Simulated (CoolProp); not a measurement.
CF4 (R14) along the isotherm 226.85 °C: density (kg/m³) from the reference equation and from simpler models built on Tc = -45.8 °C, pc = 37.62 bar, ω = 0.178; each cubic takes its own stable root.

Model: reference Helmholtz-energy equation of state, Platzer 1990, in CoolProp. This equation is an older, rougher fit; its heat capacities, sound speeds and derivatives of the liquid may be far off and weren't checked against measurements.

```tsv
p (bar)	phase	reference
20.9	gas	44.16
41.8	supercritical	88.11
62.7	supercritical	131.7
83.6	supercritical	174.9
105	supercritical	218.3
125	supercritical	258.1
146	supercritical	298.7
167	supercritical	338.0
188	supercritical	375.8
```

Task: How far does each simpler model (ideal gas, van der Waals, Redlich-Kwong, Soave-Redlich-Kwong, Peng-Robinson) lie from the reference over these 9 states: mean and median of the absolute difference, and the worst?

Result: 
- ideal gas: mean 2.3 %, median 1.8 %, worst +5.9 % at 226.85 °C and 188 bar
- van der Waals: mean 6.9 %, median 7.8 %, worst +9.7 % at 226.85 °C and 188 bar
- Redlich-Kwong: mean 4.2 %, median 4.6 %, worst +6.3 % at 226.85 °C and 188 bar
- Soave-Redlich-Kwong: mean 1.3 %, median 1.3 %, worst -2.2 % at 226.85 °C and 188 bar
- Peng-Robinson: mean 1.4 %, median 1.5 %, worst +1.9 % at 226.85 °C and 188 bar
